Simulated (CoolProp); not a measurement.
Vapour-liquid equilibrium of benzene (1) + dimethyl carbonate (2) at 308.6 K; x and y are mole fractions of (1).

The numbers come from the multi-fluid Helmholtz-energy mixture model, Thol 2012 and Zhou 2011; pair parameters Bell 2016 in CoolProp.

| x | bubble pressure, mixture model (MPa) | bubble pressure, Raoult's law (MPa) | y, mixture model | y, Raoult's law |
|---|---|---|---|---|
| 0.05 | 0.01301 | 0.01255 | [?] | 0.080 |
| 0.15 | 0.01450 | 0.01335 | 0.281 | 0.227 |
| 0.25 | 0.01573 | 0.01416 | 0.405 | 0.356 |
| 0.35 | [?] | 0.01496 | 0.503 | 0.472 |
| 0.45 | 0.01759 | 0.01576 | 0.587 | 0.576 |
| 0.55 | 0.01831 | 0.01656 | 0.661 | 0.670 |
| 0.65 | 0.01891 | 0.01736 | 0.731 | 0.755 |
| 0.75 | 0.01940 | 0.01816 | 0.801 | 0.833 |
| 0.85 | 0.01980 | 0.01897 | 0.874 | 0.904 |
| 0.95 | [?] | 0.01977 | 0.955 | 0.969 |

### Question
Some entries are withheld; supply them.

### Answer

- 0.05, y, mixture model: 0.112
- 0.35, bubble pressure, mixture model (MPa): 0.01674
- 0.95, bubble pressure, mixture model (MPa): 0.02008

The largest gap from Raoult's law is +11.9 % in bubble pressure, at x = 0.35. No azeotrope shows between x = 0.05 and 0.95.

Pair parameters are fitted to limited data, so mixtures are less certain than the pure fluids.
